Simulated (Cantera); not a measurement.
## Ti + CH4 (titanium nitride, carbide and oxide coatings)

Charge: 1 mol Ti, a varied amount of CH4, held at 1225 K and 1.33 mbar.

Method: chemical equilibrium by Gibbs-energy minimisation in Cantera with the NASA 1993 tables (ideal gas, pure condensed phases). Candidate condensed phases: C, C6H6, C7H8, C8H18, Ti, TiC; 77 gas species. Mutual solubility and eutectic melting of coexisting phases are not modelled. TiC: taken at fixed stoichiometry. Condensed phases not in the tables: N, O or C dissolved in the metal. Kinetics and transport are ignored.

From 0.32 mol CH4 to 0.99 mol CH4 the condensed part is Ti(β) + TiC(s). From 1.2 mol CH4 to 2.2 mol CH4 the condensed part is C(graphite) + TiC(s).

| n(CH4) (mol) | log p H2 | log p CH4 | log p H | log p C2H2 (acetylene) | log p CH3 | log p C2H4 | n Ti(β) | n TiC(s) | n C(graphite) |
|---|---|---|---|---|---|---|---|---|---|
| 0.32 | -2.88 | <-14 | -7.94 | <-14 | <-14 | <-14 | 0.680 | 0.320 | 0 |
| 0.37 | -2.88 | <-14 | -7.94 | <-14 | <-14 | <-14 | 0.630 | 0.370 | 0 |
| 0.44 | -2.88 | <-14 | -7.94 | <-14 | <-14 | <-14 | 0.560 | 0.440 | 0 |
| 0.52 | -2.88 | <-14 | -7.94 | <-14 | <-14 | <-14 | 0.480 | 0.520 | 0 |
| 0.61 | -2.88 | <-14 | -7.94 | <-14 | <-14 | <-14 | 0.390 | 0.610 | 0 |
| 0.71 | -2.88 | <-14 | -7.94 | <-14 | <-14 | <-14 | 0.290 | 0.710 | 0 |
| 0.84 | -2.88 | <-14 | -7.94 | <-14 | <-14 | <-14 | 0.160 | 0.840 | 0 |
| 0.99 | -2.88 | <-14 | -7.94 | <-14 | <-14 | <-14 | 0.0100 | 0.990 | 0 |
| 1.2 | -2.88 | -7.63 | -7.94 | -9.66 | -11.42 | -11.62 | 0 | 1.00 | 0.200 |
| 1.4 | -2.88 | -7.63 | -7.94 | -9.66 | -11.42 | -11.62 | 0 | 1.00 | 0.400 |
| 1.6 | -2.88 | -7.63 | -7.94 | -9.66 | -11.42 | -11.62 | 0 | 1.00 | 0.600 |
| 1.9 | -2.88 | -7.63 | -7.94 | -9.66 | -11.42 | -11.62 | 0 | 1.00 | 0.900 |
| 2.2 | -2.88 | -7.63 | -7.94 | -9.66 | -11.42 | -11.62 | 0 | 1.00 | 1.20 |
log p: log10 of the partial pressure in bar; n: condensed amount in mol.
